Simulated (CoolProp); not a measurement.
Vapour-liquid equilibrium of R134a (1) + dimethyl ether (2) at -33.45 °C; x and y are mole fractions of (1).

Values from CoolProp's multi-fluid Helmholtz-energy mixture model, Tillner-Roth 1994 and Wu 2011; pair parameters Bell 2016.

```json
[
 {"x": "0.05", "bubble pressure (MPa)": "0.06733", "y at the bubble point": "0.037", "dew pressure at overall composition x (MPa)": "0.06700", "liquid density (mol/L)": "16.08"},
 {"x": "0.2", "bubble pressure (MPa)": "0.06482", "y at the bubble point": "0.174", "dew pressure at overall composition x (MPa)": "0.06453", "liquid density (mol/L)": "15.69"},
 {"x": "0.35", "bubble pressure (MPa)": "0.06364", "y at the bubble point": "0.341", "dew pressure at overall composition x (MPa)": "0.06362", "liquid density (mol/L)": "15.31"},
 {"x": "0.5", "bubble pressure (MPa)": "0.06386", "y at the bubble point": "0.519", "dew pressure at overall composition x (MPa)": "0.06378", "liquid density (mol/L)": "14.93"},
 {"x": "0.65", "bubble pressure (MPa)": "0.06531", "y at the bubble point": "0.688", "dew pressure at overall composition x (MPa)": "0.06487", "liquid density (mol/L)": "14.55"},
 {"x": "0.8", "bubble pressure (MPa)": "0.06761", "y at the bubble point": "0.837", "dew pressure at overall composition x (MPa)": "0.06693", "liquid density (mol/L)": "14.19"},
 {"x": "0.95", "bubble pressure (MPa)": "0.07042", "y at the bubble point": "0.963", "dew pressure at overall composition x (MPa)": "0.07010", "liquid density (mol/L)": "13.83"}
]
```

y crosses x between x = 0.35 and 0.5: the model has an azeotrope there.

Pair parameters are fitted to limited data, so mixtures are less certain than the pure fluids.
